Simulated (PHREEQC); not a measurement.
Model water analysis in mg/L, 25 °C, pH 3.47, pe 12.2:

```
constituent  mg/L
-----------  ----
Na            554
K             138
Ca            514
Mg           33.7
Cl           43.3
S(6) as SO4  2700
Cu(2)        5.85
Zn           21.6
Al           2.31
```

Valence states are taken as typed.

All values are PHREEQC results (ion-association model, phreeqc.dat), not measurements.

Task: The ionic strength comes out as 0.0742 mol/kgw. What activity coefficients do Cl-, KSO4-, Zn+2, Na+, CaHSO4+ get?

Result: Cl- 0.79, KSO4- 0.81, Zn+2 0.41, Na+ 0.80, CaHSO4+ 0.80.

No solid was allowed to form.
